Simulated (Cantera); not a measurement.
Charge: 1 mol SiCl4, 1.9 mol HCl, 96 mol H2, at 7.50 mbar.

These are equilibrium values from Cantera (NASA tables, ideal gas, pure condensed phases), not measurements of a reactor. Candidate condensed phases: Si; 19 gas species. Equilibrium is a limit: real reactors are often held back by kinetics, nucleation or transport.

Over these rows the condensed part is Si(s). Partial pressures as log10 of bar:

```tsv
T (K)	1000/T (1/K)	log p SiHCl3	log p H2	log p HCl
1073	0.9320	-4.95	-2.14	-3.62
1148	0.8711	-5.30	-2.15	-3.51
1223	0.8177	?	-2.15	-3.47
1298	0.7704	-6.28	-2.15	-3.46
1373	0.7283	-6.75	-2.15	-3.46
1448	0.6906	-7.18	-2.15	-3.47
```

Q: Fit log p(SiHCl3) = a + b·(1000/T) to the five rows, give the apparent enthalpy, and predict the row at 1223 K.

A: Means: 1000/T = 0.7985, log p = -6.092. Sxy = 0.378826, Sxx = 0.0404531, so b = 9.36 and a = -6.092 − (9.36)×0.7985 = -13.57.
Apparent enthalpy: −19.145 × (9.36) = -179 kJ/mol. With the condensed phases at unit activity, Si(s) + 3 HCl(g) = SiHCl3(g) + H2(g) links this pressure to the main gases: over the six rows their terms move log p by +0.46 in all, so the slope isn't that reaction's ΔH° alone. The five rows lie within 0.12 of the line; that is curvature, so one enthalpy describes this range poorly.
Prediction at 1223 K: -13.57 + (9.36)×0.8177 = -5.92. The computed value is -5.78, 0.14 from the line.
